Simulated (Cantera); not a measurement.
Aluminium and copper etching: Al + HCl

Feed: 1 mol Al, a varied amount of HCl, at 2.18 Torr.

Method: chemical equilibrium by Gibbs-energy minimisation in Cantera with the NASA 1993 tables (ideal gas, pure condensed phases). Candidate condensed phases: Al, AlCl3; 12 gas species. The tables' values for AlCl2 are old estimates. Kinetics and transport are ignored.

### Question
Map the stable condensed phases over T = 127, 202, 277, 352, 427, 502, 577, 652, 727, 802, 877, 952, 1027, 1102 °C and n(HCl) in mol = 1.1, 2.9, 4.6, 6.4, 8.2, 9.9, 12, 13, 15, 17.

### Answer
```
T in °C \ n(HCl) in mol
         1.1 2.9 4.6 6.4 8.2 9.9  12  13  15  17
   1102    A   A   A   A   A   A   A   A   A   A
   1027    A   A   A   A   A   A   A   A   A   A
    952    A   A   A   A   A   A   A   A   A   A
    877    B   A   A   A   A   A   A   A   A   A
    802    B   A   A   A   A   A   A   A   A   A
    727    B   A   A   A   A   A   A   A   A   A
    652    B   A   A   A   A   A   A   A   A   A
    577    B   B   A   A   A   A   A   A   A   A
    502    B   B   A   A   A   A   A   A   A   A
    427    B   B   A   A   A   A   A   A   A   A
    352    B   B   A   A   A   A   A   A   A   A
    277    B   B   A   A   A   A   A   A   A   A
    202    B   B   A   A   A   A   A   A   A   A
    127    B   B   A   A   A   A   A   A   A   A
```
A: gas only; B: Al.
